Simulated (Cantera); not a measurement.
Feed: 1 mol SiHCl₃, 13 mol N₂, held at 7.50 Torr.

Cantera equilibrium calculation (NASA polynomials, part measured and part estimated; ideal gas, pure solids and liquids). Candidate condensed phases: NH₄Cl, Si, Si₃N₄; 28 gas species. N₂ is the only nitrogen source here; it is nearly inert below about 1500 K, so the nitride shown seldom forms there in practice. Kinetics and transport are ignored.

Q: What share of the Si ends up in condensed phases as a function of T (K), at 1075, 1125, 1175, 1225, 1275, 1325, 1375, 1425, 1475, 1525, 1575, 1625?

A: 
```json
[
 {"T (K)": "1075", "Si condensed (%)": "46.7", "as": "Si₃N₄(s)"},
 {"T (K)": "1125", "Si condensed (%)": "46.7", "as": "Si₃N₄(s)"},
 {"T (K)": "1175", "Si condensed (%)": "46.5", "as": "Si₃N₄(s)"},
 {"T (K)": "1225", "Si condensed (%)": "45.9", "as": "Si₃N₄(s)"},
 {"T (K)": "1275", "Si condensed (%)": "44.2", "as": "Si₃N₄(s)"},
 {"T (K)": "1325", "Si condensed (%)": "40.6", "as": "Si₃N₄(s)"},
 {"T (K)": "1375", "Si condensed (%)": "33.8", "as": "Si₃N₄(s)"},
 {"T (K)": "1425", "Si condensed (%)": "23.3", "as": "Si₃N₄(s)"},
 {"T (K)": "1475", "Si condensed (%)": "10.9", "as": "Si₃N₄(s)"},
 {"T (K)": "1525", "Si condensed (%)": "0.0", "as": "-"},
 {"T (K)": "1575", "Si condensed (%)": "0.0", "as": "-"},
 {"T (K)": "1625", "Si condensed (%)": "0.0", "as": "-"}
]
```
